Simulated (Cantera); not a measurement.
An isothermal, constant-pressure homogeneous reactor starts with CO : O2 : H2O : N2 = 0.002 : 0.0094 : 0.0029 : 1 (molar parts), equivalence ratio 0.11, at 1350 K and 5.00 bar. Integrator tolerance rtol = 1e-08.

Detailed kinetics in Cantera: GRI-Mech 3.0 (53 species, 325 reactions).

Q: What does this change do: H2O 0.0029 to 0.00029 parts?

A: 
| quantity | before | after |
|---|---|---|
| x(CO) at 50.0 s | 3.91e-9 (gas-phase equilibrium 3.93e-9) | 3.92e-9 (gas-phase equilibrium 3.93e-9) |
| x(O2) at 50.0 s | 0.00829 (gas-phase equilibrium 0.00823) | 0.00831 (gas-phase equilibrium 0.00825) |
| x(H2O) at 50.0 s | 0.00286 (gas-phase equilibrium 0.00286) | 0.000287 (gas-phase equilibrium 0.000287) |
| x(NO) at 50.0 s | 1.53e-7 (gas-phase equilibrium 0.000121) | 1.07e-6 (gas-phase equilibrium 0.000121) |
| x(N2O) at 50.0 s | 1.96e-8 (gas-phase equilibrium 1.96e-8) | 1.97e-8 (gas-phase equilibrium 1.96e-8) |
